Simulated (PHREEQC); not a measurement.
PHREEQC input (ion-association model, wateq4f.dat):

```
SOLUTION_MASTER_SPECIES
  An  An-  0  An  62.0  # stands for a non-complexing anion
SOLUTION_SPECIES
  An- = An-
    -log_k 0
    -gamma 3.0 0
PHASES
  Fix_H+
    H+ = H+
    -log_k 0
SOLUTION 1
  temp 25
  units mmol/kgw
  pH 7 charge
  Se(4) 0.082
  Na 5.164
  An 5
END
SELECTED_OUTPUT 1
  -reset false
  -pH true
  -pe true
  -ionic_strength true
  -water true
  -totals Na Se Se(-2) Se(4) Se(6)
  -molalities Hfo_wOH Hfo_wOH2+ Hfo_wO- Hfo_sOH Hfo_sOH2+ Hfo_sO- Hfo_wSeO3- Hfo_wOHSeO3-2
USER_PUNCH 1
  -headings sigma psi
  10 PUNCH EDL("sigma", "Hfo"), EDL("psi", "Hfo")
PRINT
  -reset false
USE solution 1
SURFACE 1
  Hfo_wOH 0.000247191 600 0.11
  Hfo_sOH 6.17978e-06
EQUILIBRIUM_PHASES 1
  Fix_H+ -3 HAn 10
    -force_equality true
END
# ... the last block is repeated for the other 12 points of pH, with NaOH or the acid as the point needs
```

Selected output (columns that matter, 13 of 13 rows; pH added in front):

```
pH	mu	Na	Se	m_Hfo_wOH	m_Hfo_wOH2+	m_Hfo_wO-	m_Hfo_sOH	m_Hfo_sOH2+	m_Hfo_sO-	m_Hfo_wSeO3-	m_Hfo_wOHSeO3-2	sigma	psi
3	0.006285	0.005164	1.937e-06	5.966e-06	0.00016116	5.0596e-09	2.206e-07	5.959e-06	1.8708e-10	7.8355e-05	1.7077e-06	0.12477	0.16909
3.67	0.0054268	0.005164	6.4507e-07	1.7992e-05	0.00014779	5.0178e-08	6.7047e-07	5.5074e-06	1.8699e-09	7.5914e-05	5.4409e-06	0.097156	0.16004
4.33	0.0052363	0.005164	6.3326e-07	3.3928e-05	0.0001317	2.0024e-07	1.2644e-06	4.9079e-06	7.4622e-09	7.0651e-05	1.0716e-05	0.064788	0.14026
5	0.0051874	0.005164	1.1991e-06	4.8012e-05	0.00011793	4.4779e-07	1.7832e-06	4.38e-06	1.6631e-08	6.5178e-05	1.5622e-05	0.037168	0.11238
5.67	0.0051729	0.005164	3.0751e-06	5.9336e-05	0.00010818	7.4555e-07	2.1792e-06	3.9732e-06	2.7381e-08	5.966e-05	1.9265e-05	0.019291	0.080402
6.33	0.0051677	0.005164	7.8209e-06	7.1747e-05	0.00010009	1.1782e-06	2.5627e-06	3.575e-06	4.2085e-08	5.2164e-05	2.2015e-05	0.0091329	0.048238
7	0.0051657	0.005164	1.6963e-05	8.9963e-05	9.0134e-05	2.057e-06	3.0521e-06	3.0579e-06	6.9786e-08	4.0965e-05	2.4072e-05	0.0028594	0.017106
7.67	0.0051682	0.005164	3.0604e-05	0.00011567	7.6095e-05	4.0281e-06	3.6509e-06	2.4018e-06	1.2714e-07	2.7123e-05	2.4273e-05	-0.0019406	-0.011721
8.33	0.005184	0.005164	4.8478e-05	0.00014805	5.6768e-05	8.8458e-06	4.2821e-06	1.6419e-06	2.5584e-07	1.3221e-05	2.0301e-05	-0.0066002	-0.036895
9	0.0052145	0.005164	6.8443e-05	0.00017778	3.5397e-05	2.0455e-05	4.7024e-06	9.3627e-07	5.4106e-07	3.4262e-06	1.0131e-05	-0.01221	-0.059693
9.67	0.0052899	0.0052218	7.99e-05	0.00018729	2.3264e-05	3.4541e-05	4.7223e-06	5.8658e-07	8.7092e-07	3.6579e-07	1.7337e-06	-0.022507	-0.087206
10.33	0.0054902	0.0054242	8.1819e-05	0.00018432	1.705e-05	4.5644e-05	4.6113e-06	4.2657e-07	1.1419e-06	2.4542e-08	1.5619e-07	-0.043343	-0.11868
11	0.0063642	0.0063105	8.1983e-05	0.00017168	1.0369e-05	6.512e-05	4.2924e-06	2.5925e-07	1.6281e-06	1.5835e-09	1.5435e-08	-0.082095	-0.14736
```

The database's selenite sorption wasn't checked against measurements; a fall in acid may be a fault of its surface constants. The oxide is taken as insoluble; below pH 4 it would dissolve.
